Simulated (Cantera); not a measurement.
Charge: 1 mol Cu, 0.42 mol F2, 16 mol N2, equilibrated at 525 °C and 4.20 mbar.

These are equilibrium values from Cantera (NASA tables, ideal gas, pure condensed phases), not measurements of a reactor. Candidate condensed phases: Cu, CuF2; 11 gas species. Rates play no part.

Base state: N2 1.000 (mole fractions); condensed: Cu(s) + CuF2(s).

Question: What changes in the equilibrium state with this change: F2 from 0.42 to 2.3 mol?

Answer: 
```tsv
species	before	after
N2	1.000	0.912
F2	<1e-9	0.0574
F	<1e-9	0.0299
NF3	<1e-9	0.00117
Cu(s), mol	0.580	0
CuF2(s), mol	0.420	1.000
```

Question: What changes in the equilibrium state with this change: F2 from 0.42 to 1.7 mol?

Answer: 
```csv
species,before,after
N2,1.000,0.948
F2,<1e-9,0.0300
F,<1e-9,0.0216
NF3,<1e-9,0.000451
"Cu(s), mol",0.580,0
"CuF2(s), mol",0.420,1.000
```
